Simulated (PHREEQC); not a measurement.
Make-up at 45 °C: 0.027 mol CdSO4, 0.021 mol KCl and 0.11 mol NiCl2 per kg of water. Closed to the air; pH follows from the charge balance.

Computed with PHREEQC (ion-association model, wateq4f.dat).

This is a speciation only: nothing precipitates in the calculation.

Order these Ni species by the share of Ni that they hold, largest first: Ni+2, NiCl2, NiCl+, NiSO4.

Ni+2 (75 %), NiSO4 (12 %), NiCl+ (9.3 %), NiCl2 (2.9 %)

The pH is 5.46 and the ionic strength 0.317 mol/kgw. Complexes and solids missing from the database can't appear. In wateq4f.dat the enthalpy of Ni(OH)2 has the wrong sign, so its saturation index can't be trusted away from 25 °C. Constants without temperature data keep their 25 °C values here.
